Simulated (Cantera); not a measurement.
# Carbon deposition, reforming and gasification: C2H5OH + H2 + N2

A closed system holds: 1 mol C2H5OH, 14 mol H2, 6.8 mol N2, at 850 °C.

These are equilibrium values from Cantera (NASA tables, ideal gas, pure condensed phases), not measurements of a reactor. Candidate condensed phases: C, C6H6, C7H8, C8H18, H2O; 136 gas species. The ideal-gas law is rough above about 30 bar. The numbers say what is thermodynamically allowed, not how fast it happens.

From 10.0 Pa to 1.90 bar the condensed part is C(graphite). From 14.0 bar to 100 bar nothing is condensed. The main C-bearing gas is CO at 10.0 Pa and CH4 at 100 bar.

```json
[
 {"P (Pa)": "10", "x H2": "0.685", "x N2": "0.274", "x CH4": "1.38e-6", "x H2O": "1.82e-7", "x CO": "0.0403", "n C(graphite)": "1.000"},
 {"P (Pa)": "72", "x H2": "0.685", "x N2": "0.274", "x CH4": "9.93e-6", "x H2O": "1.31e-6", "x CO": "0.0403", "n C(graphite)": "0.999"},
 {"P (Pa)": "520", "x H2": "0.685", "x N2": "0.274", "x CH4": "7.17e-5", "x H2O": "9.48e-6", "x CO": "0.0403", "n C(graphite)": "0.998"},
 {"P (Pa)": "3700", "x H2": "0.685", "x N2": "0.274", "x CH4": "0.000509", "x H2O": "6.73e-5", "x CO": "0.0403", "n C(graphite)": "0.989"},
 {"P (Pa)": "27000", "x H2": "0.680", "x N2": "0.275", "x CH4": "0.00367", "x H2O": "0.000484", "x CO": "0.0400", "n C(graphite)": "0.922"},
 {"P (Pa)": "190000", "x H2": "0.653", "x N2": "0.282", "x CH4": "0.0238", "x H2O": "0.00311", "x CO": "0.0380", "n C(graphite)": "0.504"},
 {"P (Pa)": "1400000", "x H2": "0.589", "x N2": "0.299", "x CH4": "0.0675", "x H2O": "0.0228", "x CO": "0.0198", "n C(graphite)": "0"},
 {"P (Pa)": "10000000", "x H2": "0.547", "x N2": "0.310", "x CH4": "0.0907", "x H2O": "0.0446", "x CO": "0.00127", "n C(graphite)": "0"}
]
```
x: gas mole fraction; n: condensed amount in mol.
